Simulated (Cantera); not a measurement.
Feed: 1 mol Si, 1.2 mol Cl2, 71 mol N2, held at 0.133 bar.

Equilibrium computed with Cantera from the NASA thermochemical tables; the gas is ideal and each condensed phase is pure. Candidate condensed phases: Si, Si3N4; 13 gas species. N2 is the only nitrogen source here; it is nearly inert below about 1500 K, so the nitride shown seldom forms there in practice. The tables' values for SiCl3 are old estimates; treat these amounts as uncertain. Equilibrium is a limit: real reactors are often held back by kinetics, nucleation or transport.

x: gas mole fraction; n: condensed amount in mol.

```csv
T (K),x N2,x SiCl4,x SiCl2,x SiCl3,x Cl,n Si3N4(s)
900,0.992,0.00841,2.25e-9,6.31e-7,1.35e-10,0.133
975,0.992,0.00841,4.12e-8,3.50e-6,1.39e-9,0.133
1050,0.992,0.00840,___,1.51e-5,___,0.133
1125,0.992,0.00837,4.21e-6,5.35e-5,5.82e-8,0.133
1200,0.992,0.00828,2.72e-5,0.000160,2.66e-7,0.132
1275,0.991,0.00803,0.000139,0.000414,1.01e-6,0.129
1350,0.991,___,___,0.000925,___,0.121
1425,0.990,0.00613,0.00192,0.00173,9.11e-6,0.100
1500,0.989,0.00400,0.00497,0.00250,2.15e-5,0.0591
```

Fill in the missing entries.


- 1350, x SiCl4: 0.00742
- 1350, x SiCl2: 0.000575
- 1350, x Cl: 3.27e-6
- 1050, x SiCl2: 4.94e-7
- 1050, x Cl: 1.03e-8
